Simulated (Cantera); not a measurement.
An adiabatic, constant-pressure homogeneous reactor starts with CH4 : O2 : N2 = 1 : 4.35 : 16.3 (molar parts), at 1700 K and 10.0 bar. Integrator tolerance rtol = 1e-08.

Detailed kinetics in Cantera: GRI-Mech 3.0 (53 species, 325 reactions).

```json
[
 {"quantity": "time of steepest temperature rise", "before": "29.1 µs", "after": "6.61 ms"},
 {"quantity": "temperature at 0.200 s", "before": "2552 K", "after": "2115 K"},
 {"quantity": "equilibrium temperature", "before": "2552 K", "after": "2110 K"},
 {"quantity": "x(CH4) at 0.200 s", "before": "<1e-12 (gas-phase equilibrium <1e-12)", "after": "<1e-12 (gas-phase equilibrium <1e-12)"},
 {"quantity": "x(O2) at 0.200 s", "before": "0.0983 (gas-phase equilibrium 0.0983)", "after": "0.106 (gas-phase equilibrium 0.105)"},
 {"quantity": "x(C2H2) at 0.200 s", "before": "<1e-12 (gas-phase equilibrium <1e-12)", "after": "<1e-12 (gas-phase equilibrium <1e-12)"},
 {"quantity": "x(CO2) at 0.200 s", "before": "0.0438 (gas-phase equilibrium 0.0438)", "after": "0.0460 (gas-phase equilibrium 0.0460)"},
 {"quantity": "x(HO2) at 0.200 s", "before": "1.54e-5 (gas-phase equilibrium 1.54e-5)", "after": "4.48e-6 (gas-phase equilibrium 4.35e-6)"},
 {"quantity": "x(CH2O) at 0.200 s", "before": "5.83e-12 (gas-phase equilibrium 5.83e-12)", "after": "<1e-12 (gas-phase equilibrium <1e-12)"},
 {"quantity": "x(NO) at 0.200 s", "before": "0.0168 (gas-phase equilibrium 0.0168)", "after": "0.00453 (gas-phase equilibrium 0.00704)"}
]
```

Question: Which change was made?
A. initial temperature 1700 to 1800 K
B. initial temperature 1700 to 1150 K
C. pressure from 10.0 bar to 0.370 bar
D. CH4 1 to 2.6 parts

Answer: B, initial temperature 1700 to 1150 K
